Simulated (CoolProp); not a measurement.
Toluene along the isobar 101 kPa: Z from the reference equation and from simpler models built on Tc = 591.7 K, pc = 4126 kPa, ω = 0.266; each cubic takes its own stable root.

Values from CoolProp's reference Helmholtz-energy equation of state, Lemmon 2006. It is a short technical equation, of lower accuracy than the large ones.

```csv
T (K),phase,reference,van der Waals,Soave-Redlich-Kwong,Peng-Robinson
350.5,liquid,0.003930,0.9751,0.004388,0.003890
366.5,liquid,0.003833,0.9775,0.004278,0.003789
382.5,liquid,0.003749,0.9796,0.004186,0.003704
398.5,gas,0.9649,0.9815,0.9715,0.9702
414.5,gas,0.9695,0.9831,0.9745,0.9733
430.5,gas,0.9734,0.9845,0.9772,0.9760
446.5,gas,0.9766,0.9857,0.9796,0.9784
462.5,gas,0.9793,0.9869,0.9816,0.9805
```

At some of these states van der Waals gives the other phase, because its saturation line lies elsewhere.
